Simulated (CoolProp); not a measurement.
A closed Brayton cycle with carbon dioxide: compressor inlet 314.15 K and 7.6 MPa, high pressure 13.9 MPa, turbine inlet 665 K, compressor efficiency 0.8, turbine efficiency 0.9, recuperator effectiveness 0 (on enthalpy, no pinch check). Each further row changes one setting.

Computed with CoolProp (reference Helmholtz-energy equation of state, Span 1996).

```
case                           thermal efficiency (%)  net work (kJ/kg)  compressor to turbine work  compressor exit (K)  turbine exit (K)
-----------------------------  ----------------------  ----------------  --------------------------  -------------------  ----------------
as stated                                         9.1              36.8                        0.42                361.9             600.9
turbine inlet 615 K                               9.1              31.0                        0.47                361.9             553.4
compressor inlet 324.15 K                         8.6              31.9                        0.50                376.7             600.9
high pressure 11.8 MPa                            6.8              28.2                        0.40                348.6             618.1
recuperator effectiveness 0.5                    14.0              36.8                        0.42                361.9             600.9
```
